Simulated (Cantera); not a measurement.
# Ta2O5 + CO (carbothermic reduction)

Charge: 1 mol Ta2O5, 2.6 mol CO, held at 880000 Pa.

Equilibrium computed with Cantera from the NASA thermochemical tables; the gas is ideal and each condensed phase is pure. Candidate condensed phases: C, Ta, TaC, Ta2O5; 15 gas species. Mutual solubility and eutectic melting of coexisting phases are not modelled. TaC: taken at fixed stoichiometry. Condensed phases not in the tables: Ta2C. The numbers say what is thermodynamically allowed, not how fast it happens.

From 1502 °C to 1702 °C the condensed part is TaC(s) + Ta2O5(s). From 1802 °C to 2202 °C the condensed part is TaC(s) + Ta2O5(l).

```csv
T (°C),log p CO,log p CO2,log p TaO2,log p TaO,log p O,log p C2O,n TaC(s),n Ta2O5(s),n Ta2O5(l)
1502,0.94,-1.48,-8.59,-10.67,-10.24,-9.80,0.00281,0.999,0
1602,0.94,-1.48,-7.58,-9.48,-9.40,-9.42,0.00280,0.999,0
1702,0.94,-1.48,-6.68,-8.41,-8.65,-9.07,0.00279,0.999,0
1802,0.94,-1.49,-5.87,-7.45,-7.98,-8.75,0.00276,0,0.999
1902,0.94,-1.51,-5.20,-6.62,-7.38,-8.45,0.00263,0,0.999
2002,0.94,-1.52,-4.59,-5.87,-6.84,-8.16,0.00252,0,0.999
2102,0.94,-1.54,-4.04,-5.19,-6.34,-7.90,0.00241,0,0.999
2202,0.94,-1.56,-3.54,-4.56,-5.89,-7.66,0.00231,0,0.999
```
log p: log10 of the partial pressure in bar; n: condensed amount in mol.
